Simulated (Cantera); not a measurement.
Gas mixture: H2 : H2O : C3H8 : C2H6 = 0.81 : 0.33 : 0.92 : 0.51 (molar parts), at 0.430 bar, frozen composition.

Cantera's kinetic-theory transport with the Lennard-Jones parameters of GRI-Mech 3.0, ideal gas; thermal conductivity in the multicomponent form. Polar gases are described roughly by these parameters. The composition is frozen, though it would react at the higher temperatures.

D: mixture-averaged diffusion coefficient of that species in the mixture.

```
T (K)  ρ (kg/m³)  cp (J/kg/K)  μ (µPa s)  λ (mW/m/K)     Pr  D (cm²/s) O  D (cm²/s) N2  D (cm²/s) H
-----  ---------  -----------  ---------  ----------  -----  -----------  ------------  -----------
400        0.319         2439       12.2        59.3  0.501         1.12           ___         3.91
550        0.232         2983       16.1        86.8  0.555         1.97           ___         6.93
700        0.182         3437       19.7         115  0.589         2.98           ___         10.6
850        0.150         3805       22.9         143  0.609         4.14           ___         14.8
1000       0.128         4116       25.9         171  0.623         5.45           ___         19.5
1150       0.111         4353       28.8         199  0.630         6.90           ___         24.8
1300      0.0983         4559       31.4         225  0.635         8.47           ___         30.5
```

Problem. Complete the blanks.

Solution. 
- 400, D (cm²/s) N2: 0.733
- 550, D (cm²/s) N2: 1.29
- 700, D (cm²/s) N2: 1.96
- 850, D (cm²/s) N2: 2.73
- 1000, D (cm²/s) N2: 3.60
- 1150, D (cm²/s) N2: 4.56
- 1300, D (cm²/s) N2: 5.60
